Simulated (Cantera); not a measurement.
Cantera run:

```python
import numpy as np
import cantera as ct

gas_names = """
    NO
""".split()
cond_names = """
    V2O3(s) V2O3(L) V2O4(I) V2O4(II) V2O4(L) VN(s)
""".split()


# ... load() reads the species with a 1 bar reference pressure and builds the phases ...
species = {s.name: s for s in load("nasa_gas.yaml", gas_names) + load("nasa_condensed.yaml", cond_names)}
# Each term lists the table entries of one substance; the one whose range holds T is used.
reactions = {
    '2 NO(g) + 6 V2O3 = 5 V2O4 + 2 VN':
        [(-2, ['NO']), (-6, ['V2O3(s)', 'V2O3(L)']), (5, ['V2O4(I)', 'V2O4(II)', 'V2O4(L)']), (2, ['VN(s)'])],
}


def pick(names, T):
    return next(species[n] for n in names if species[n].thermo.min_temp <= T <= species[n].thermo.max_temp)


results = []
for label, terms in reactions.items():
    print(label)
    print("     T/K   dH/kJ  dS/(J/K)   dG/kJ   log10 K")
    for T in [300, 600, 750, 900, 1050, 1200, 1350, 1500, 1650, 1800, 1950, 2100]:
        used = [(nu, pick(names, T)) for nu, names in terms]
        dH = sum(nu * s.thermo.h(T) for nu, s in used) / 1e6
        dS = sum(nu * s.thermo.s(T) for nu, s in used) / 1e3
        dG = dH - T * dS / 1e3
        logK = -dG * 1e6 / (ct.gas_constant * T * np.log(10))
        results.append((label, T, dH, dS, dG, logK, [s.name for _, s in used]))
        print(f"{T:8g} {dH:8.1f} {dS:8.1f} {dG:8.1f} {logK:8.2f}")
```

It prints:

```
2 NO(g) + 6 V2O3 = 5 V2O4 + 2 VN
     T/K   dH/kJ  dS/(J/K)   dG/kJ   log10 K
     300   -440.1   -418.6   -314.6    54.77
     600   -395.7   -289.3   -222.2    19.34
     750   -393.5   -286.0   -179.0    12.47
     900   -390.8   -282.7   -136.4     7.92
    1050   -388.4   -280.2    -94.2     4.68
    1200   -386.9   -278.9    -52.3     2.27
    1350   -386.7   -278.7    -10.4     0.40
    1500   -388.0   -279.6     31.4    -1.09
    1650   -391.0   -281.5     73.5    -2.33
    1800   -395.8   -284.3    115.9    -3.36
    1950    180.4     32.5    117.0    -3.13
    2100    195.4     39.9    111.5    -2.77
```

Cantera with NASA thermochemical tables; ideal gases at 1 bar, condensed phases pure. VN: taken at fixed stoichiometry. Condensed species are held in their standard states even where they would react or evaporate.
